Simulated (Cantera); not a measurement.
Feed: 1 mol Si, 2.2 mol Br2, 98 mol H2, held at 75.0 Torr.

These are equilibrium values from Cantera (NASA tables, ideal gas, pure condensed phases), not measurements of a reactor. Candidate condensed phases: Br2, Si; 19 gas species. Equilibrium is a limit: real reactors are often held back by kinetics, nucleation or transport.

Question: At 800 K, list the 4 most abundant gas species with their mole fractions, and the condensed phases.

Answer: H2 0.985, SiBr4 0.00914, HBr 0.00502, SiHBr3 0.000892. Condensed: gas only.
